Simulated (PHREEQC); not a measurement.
Consider water at 25 °C with 0.39 mmol/kgw Ca(HCO3)2, 0.043 mmol/kgw NaF and 27 mmol/kgw NaCl. Closed to the air; pH follows from the charge balance.

Equilibrium calculation in PHREEQC: ion-association model, phreeqc.dat.

This is a speciation only: nothing precipitates in the calculation.

Task: Predict the pH, specific conductance.

Result: pH 8.09; specific conductance 3120 µS/cm.

Task: In which forms is C present?

Result: HCO3- 96 %, CO2 1.5 %, NaHCO3 1.1 %, CO3-2 0.9 % of the C.
